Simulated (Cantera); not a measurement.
A closed system holds: 1 mol trisilylamine, a varied amount of NH₃, at 1202 °C and 133 Pa.

Method: chemical equilibrium by Gibbs-energy minimisation in Cantera with the NASA 1993 tables (ideal gas, pure condensed phases). Candidate condensed phases: Si, Si₃N₄; 18 gas species. The feed counts by its element totals alone. The numbers say what is thermodynamically allowed, not how fast it happens.

Task: At 14 mol NH₃, list the 3 most abundant gas species with their mole fractions, and the condensed phases.

Result: H₂ 0.822, N₂ 0.177, H 0.000322. Condensed: Si₃N₄(s).
